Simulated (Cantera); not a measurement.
What does this Cantera script print?

```python
import numpy as np
import cantera as ct

gas_names = """
    H HNO HNO2 HNO3 HO2 H2 H2O H2O2 H2S H2SO4 N NH NH2 NH3 NH2OH NO NO2 NO3 N2 N2H2 N2H4 N2O O OH O2 O3
    S SH SN SO SO2 SO3 S2 S2O S8
""".split()
cond_names = """
    H2O(s) H2O(L) H2SO4(L) S(cr1) S(cr2) S(L)
""".split()


# ... load() reads the species with a 1 bar reference pressure and builds the phases ...
atoms = {
    'H2S': {'H': 2, 'S': 1},
    'O2': {'O': 2},
    'N2': {'N': 2},
}
top_T = {}  # K; cautious upper limits of use, not melting points


# ... equilibrate(T, P, feed) seeds the gas with the atoms and calls Mixture.equilibrate('TP', solver="vcs", rtol=1e-11, max_steps=5000) ...
results = []
feed = {'H2S': 1, 'O2': 0.2, 'N2': 1.4}  # mol
P = 13332.2  # Pa
for T in [773, 973, 1173, 1373, 1573, 1773, 1973, 2173, 2373, 2573, 2773]:
    mix = equilibrate(T, P, feed)
    results.append((T, P, feed, dict(zip(mix.species_names, mix.species_moles))))

top = {s: max(r[3][s] / sum(r[3][g] for g in gas_names) for r in results) for s in gas_names}
cols = sorted((s for s in top if top[s] > 0.0001), key=lambda s: -top[s])[:7]
seen = [c for c in cond_names if any(r[3].get(c, 0) > 1e-12 for r in results)]
print("log10 of partial pressures in bar; condensed amounts in mol")
print(f"{'T/K':>10s}" + "".join(f"{s[:9]:>10s}" for s in cols + seen))
for T, P, feed, n in results:
    ng = sum(n[g] for g in gas_names)
    print(f"{T:10.4g}" + "".join(f"{np.log10(max(n[s] / ng * P / 1e5, 1e-99)):10.3f}" for s in cols)
          + "".join(f"{n.get(c, 0):10.4g}" for c in seen))
```

Output:

```
log10 of partial pressures in bar; condensed amounts in mol
       T/K        N2       H2S        H2       H2O        S2         H         S
       773    -1.143    -1.503    -4.001    -1.702    -2.013   -14.043   -12.473
       973    -1.146    -1.533    -2.813    -1.695    -1.967   -10.373    -9.457
      1173    -1.156    -1.640    -2.142    -1.704    -1.872    -8.000    -7.431
      1373    -1.169    -1.851    -1.818    -1.721    -1.771    -6.386    -5.975
      1573    -1.180    -2.115    -1.672    -1.744    -1.715    -5.227    -4.897
      1773    -1.187    -2.375    -1.599    -1.779    -1.699    -4.346    -4.075
      1973    -1.192    -2.607    -1.555    -1.834    -1.711    -3.647    -3.431
      2173    -1.199    -2.816    -1.526    -1.913    -1.747    -3.079    -2.918
      2373    -1.209    -3.021    -1.513    -2.016    -1.814    -2.612    -2.509
      2573    -1.226    -3.242    -1.525    -2.145    -1.923    -2.227    -2.190
      2773    -1.249    -3.505    -1.572    -2.302    -2.092    -1.915    -1.955
```

Method: chemical equilibrium by Gibbs-energy minimisation in Cantera with the NASA 1993 tables (ideal gas, pure condensed phases). Gases not in the tables: S3 to S7.
